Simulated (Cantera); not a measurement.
# Hydrocarbon pyrolysis for carbon deposition

A perfectly stirred reactor is fed with CH4 : H2 = 1 : 1.2 (molar parts), at 1.01 bar; it is held at 1473 K, and followed from long to short residence time.

Computed with Cantera and GRI-Mech 3.0 (53 species, 325 reactions). GRI-Mech 3.0 stops at C3 and has no aromatics, soot or wall deposition, so with more carbon than oxygen in the feed, carbon stays in small species such as C2H2 where larger ones or solid carbon would form.

| τ (s) | x CH4 | x H2 | x CH3 | x CH2 | x C2H4 |
|---|---|---|---|---|---|
| 0.91 | 0.310 | 0.639 | 7.34e-5 | 6.79e-10 | 0.0108 |
| 0.43 | 0.360 | 0.606 | 8.09e-5 | 7.07e-10 | 0.00749 |
| 0.20 | 0.401 | 0.580 | 8.71e-5 | 7.36e-10 | 0.00494 |
| 0.094 | 0.427 | 0.563 | 9.10e-5 | 7.53e-10 | 0.00330 |
| 0.044 | 0.441 | 0.554 | 9.26e-5 | 7.55e-10 | 0.00217 |
| 0.021 | 0.448 | 0.549 | 9.24e-5 | 7.39e-10 | 0.00134 |
| 0.0096 | 0.452 | 0.547 | 9.02e-5 | 7.00e-10 | 0.000697 |
x: mole fraction; the columns are a selection and need not sum to one.
